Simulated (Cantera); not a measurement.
A perfectly stirred reactor is fed with CH4 : O2 : N2 = 0.0059 : 0.048 : 1 (molar parts), equivalence ratio 0.25, at 1000000 Pa; it is held at 1125 K, and followed from long to short residence time.

Cantera simulation using GRI-Mech 3.0 (53 species, 325 reactions); the numbers are that mechanism's predictions, not measurements.

What does this change do: N2 1 to 0.56 parts?


```tsv
quantity	before	after
x(CH4) at τ = 0.400 s	0.000242	0.000347
x(O2) at τ = 0.400 s	0.0354	0.0605
x(CO) at τ = 0.400 s	0.00112	0.00161
x(H2O2) at τ = 0.400 s	6.67e-7	1.20e-6
x(C2H2) at τ = 0.400 s	7.41e-8	1.15e-7
x(CH4) at τ = 60.0 ms	0.000765	0.00110
x(O2) at τ = 60.0 ms	0.0371	0.0630
x(CO) at τ = 60.0 ms	0.00224	0.00345
x(H2O2) at τ = 60.0 ms	3.37e-6	6.34e-6
x(C2H2) at τ = 60.0 ms	2.52e-7	3.79e-7
```
The temperature is held fixed by assumption; the heat of reaction is taken as removed at once.
